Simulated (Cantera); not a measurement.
Cantera run:

```python
import numpy as np
import cantera as ct

gas_names = """
    CL CL2 H HCL H2 Si SiCL SiCL2 SiCL3 SiCL4 SiH SiHCL3 SiH2 SiH2CL2 SiH3 SiH3CL SiH4 Si2 Si3
""".split()
cond_names = """
    Si(cr) Si(L)
""".split()


# ... load() reads the species with a 1 bar reference pressure and builds the phases ...
atoms = {
    'Si2Cl6': {'Si': 2, 'CL': 6},
    'HCl': {'H': 1, 'CL': 1},
    'H2': {'H': 2},
}
top_T = {}  # K; cautious upper limits of use, not melting points


# ... equilibrate(T, P, feed) seeds the gas with the atoms and calls Mixture.equilibrate('TP', solver="vcs", rtol=1e-11, max_steps=5000) ...
results = []
feed = {'Si2Cl6': 1, 'HCl': 1.4, 'H2': 330}  # mol
P = 133.322  # Pa
for T in [848, 948, 1048, 1148, 1248, 1348, 1448, 1548, 1648, 1748]:
    mix = equilibrate(T, P, feed)
    results.append((T, P, feed, dict(zip(mix.species_names, mix.species_moles))))

top = {s: max(r[3][s] / sum(r[3][g] for g in gas_names) for r in results) for s in gas_names}
cols = sorted((s for s in top if top[s] > 0.0001), key=lambda s: -top[s])[:5]
seen = [c for c in cond_names if any(r[3].get(c, 0) > 1e-12 for r in results)]
print("log10 of partial pressures in bar; condensed amounts in mol")
print(f"{'T/K':>10s}" + "".join(f"{s[:9]:>10s}" for s in cols + seen))
for T, P, feed, n in results:
    ng = sum(n[g] for g in gas_names)
    print(f"{T:10.4g}" + "".join(f"{np.log10(max(n[s] / ng * P / 1e5, 1e-99)):10.3f}" for s in cols)
          + "".join(f"{n.get(c, 0):10.4g}" for c in seen))
```

Output:

```
log10 of partial pressures in bar; condensed amounts in mol
       T/K        H2       HCL         H     SiCL4     SiCL2    Si(cr)     Si(L)
       848    -2.880    -5.108   -12.160    -5.351    -7.263    0.5469         0
       948    -2.882    -4.736   -10.721    -5.700    -6.407     1.199         0
      1048    -2.884    -4.588    -9.554    -6.589    -6.022     1.633         0
      1148    -2.884    -4.572    -8.587    -7.741    -5.917     1.676         0
      1248    -2.884    -4.574    -7.773    -8.769    -5.863      1.65         0
      1348    -2.884    -4.577    -7.078    -9.650    -5.822      1.62         0
      1448    -2.884    -4.581    -6.478   -10.408    -5.790      1.59         0
      1548    -2.885    -4.585    -5.954   -11.068    -5.763     1.554         0
      1648    -2.885    -4.589    -5.493   -11.650    -5.743     1.462         0
      1748    -2.887    -4.590    -5.085   -12.199    -5.769         0     1.144
```

Cantera equilibrium calculation (NASA polynomials, part measured and part estimated; ideal gas, pure solids and liquids). The feed counts by its element totals alone. The tables' values for SiCl3, SiCl are old estimates; treat these amounts as uncertain. Gases not in the tables: Si2H6 and higher silanes.
